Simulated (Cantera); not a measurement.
A closed system holds: 1 mol PbO, 0.85 mol CO, 6.3 mol H2, at 10.0 mbar.

These are equilibrium values from Cantera (NASA tables, ideal gas, pure condensed phases), not measurements of a reactor. Candidate condensed phases: C, C6H6, C7H8, C8H18, H2O, Pb, PbO, PbO2, Pb3O4; 113 gas species. Kinetics and transport are ignored.

**Question.** Which condensed phases are stable at each of these points (T (K)): 725, 775, 825, 875, 925, 975, 1025, 1075, 1125, 1175, 1225, 1275, 1325?

**Answer.** 
| T (K) | condensed phases | Pb condensed (%) |
|---|---|---|
| 725 | Pb(l) | 100.0 |
| 775 | Pb(l) | 100.0 |
| 825 | Pb(l) | 100.0 |
| 875 | Pb(l) | 100.0 |
| 925 | Pb(l) | 99.8 |
| 975 | Pb(l) | 99.3 |
| 1025 | Pb(l) | 98.0 |
| 1075 | Pb(l) | 94.5 |
| 1125 | Pb(l) | 86.2 |
| 1175 | Pb(l) | 67.4 |
| 1225 | Pb(l) | 26.3 |
| 1275 | gas only | 0.0 |
| 1325 | gas only | 0.0 |

From 725 K to 1225 K the condensed part is Pb(l). From 1275 K to 1325 K nothing is condensed.
